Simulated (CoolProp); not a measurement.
Vapour-liquid equilibrium of R134a (1) + R123 (2) at 286.7 K; x and y are mole fractions of (1).

Model: multi-fluid Helmholtz-energy mixture model, Tillner-Roth 1994 and Younglove 1994; pair parameters Bell 2016, in CoolProp.

```csv
x,"bubble pressure, mixture model (bar)","bubble pressure, Raoult's law (bar)","y, mixture model","y, Raoult's law"
0.05,0.8530,0.7893,0.339,0.295
0.125,1.243,1.095,0.573,0.532
0.2,1.614,1.400,0.692,0.666
0.275,1.963,1.706,0.765,0.751
0.35,2.290,2.012,0.814,0.811
0.425,2.595,2.317,0.849,0.855
0.5,2.880,2.623,0.877,0.888
0.575,3.151,2.929,0.899,0.915
0.65,3.411,3.234,0.919,0.937
0.725,3.667,3.540,0.936,0.955
0.8,3.923,3.845,0.953,0.970
0.875,4.187,4.151,0.970,0.982
0.95,4.464,4.457,0.988,0.993
```

The largest gap from Raoult's law is +15.3 % in bubble pressure, at x = 0.2. No azeotrope shows between x = 0.05 and 0.95.

The pair parameters rest on a limited set of measurements; away from them the model extrapolates.
